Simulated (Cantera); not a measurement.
**Hydrocarbon pyrolysis for carbon deposition**

A perfectly stirred reactor is fed with CH₄ : H₂ = 1 : 18 (molar parts), at 1330 Pa; it is held at 1975 K, and followed from long to short residence time.

Detailed kinetics in Cantera: GRI-Mech 3.0 (53 species, 325 reactions). GRI-Mech 3.0 stops at C3 and has no aromatics, soot or wall deposition, so with more carbon than oxygen in the feed, carbon stays in small species such as C2H2 where larger ones or solid carbon would form. Radical loss at walls, strong at low pressure, is not modelled.

| τ (s) | x CH₄ | x H₂ | x CH₂ | x C₂H₄ | x C₂H₆ | x H |
|---|---|---|---|---|---|---|
| 5.4 | 0.00118 | 0.965 | 2.91e-6 | 3.51e-6 | 1.36e-8 | 0.00977 |
| 1.2 | 0.00318 | 0.965 | 5.04e-6 | 7.53e-6 | 8.18e-8 | 0.00799 |
| 0.25 | 0.00895 | 0.964 | 7.82e-6 | 2.87e-5 | 4.94e-7 | 0.00620 |
| 0.055 | 0.0213 | 0.958 | 9.99e-6 | 0.000105 | 2.08e-6 | 0.00478 |
| 0.012 | 0.0394 | 0.950 | 8.54e-6 | 0.000225 | 4.45e-6 | 0.00331 |
| 0.0026 | 0.0507 | 0.947 | 1.77e-6 | 8.21e-5 | 1.56e-6 | 0.00122 |
| 0.00056 | 0.0523 | 0.947 | 9.73e-8 | 2.38e-6 | 9.30e-8 | 0.000267 |
| 0.00012 | 0.0526 | 0.947 | 4.17e-9 | 2.63e-8 | 3.02e-9 | 5.76e-5 |
x: mole fraction; the columns are a selection and need not sum to one.
